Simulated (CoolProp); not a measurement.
The fluid at 286.72 K and 0.158 MPa expands adiabatically to 0.0114 MPa with isentropic efficiency 1. The same conditions are run with several fluids, on thermodynamics alone (safety and materials aside).

Model: reference Helmholtz-energy equation of state of each fluid (fluoroethane (R161): Wu 2012; R125: Lemmon 2005; carbon monoxide: Lemmon 2006), in CoolProp.

### Question
Rank fluoroethane (R161), R125, carbon monoxide by work (kJ/kg), highest first.

### Answer
carbon monoxide (157), fluoroethane (R161) (105), R125 (45.4)

| fluid | final temperature (K) | final phase | final density (kg/m³) |
|---|---|---|---|
| fluoroethane (R161) | 197.0 | two-phase, vapour fraction 0.975 | 0.345 |
| R125 | 220.7 | gas | 0.749 |
| carbon monoxide | 135.2 | gas | 0.284 |
